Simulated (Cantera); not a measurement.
Charge: 1 mol Si, a varied amount of N₂O, 3.3 mol N₂, at 1950 K and 0.133 bar.

Method: chemical equilibrium by Gibbs-energy minimisation in Cantera with the NASA 1993 tables (ideal gas, pure condensed phases). Candidate condensed phases: Si, SiO₂, Si₂N₂O, Si₃N₄; 16 gas species. Mutual solubility and eutectic melting of coexisting phases are not modelled. The tables' values for SiN are old estimates; treat these amounts as uncertain. Kinetics and transport are ignored.

Task: At 0.53 mol N₂O, list the 4 most abundant gas species with their mole fractions, and the condensed phases.

Result: N₂ 0.981, SiO 0.0187, Si 0.000133, Si₂N 1.45e-5. Condensed: Si₂N₂O(s) + Si₃N₄(s).
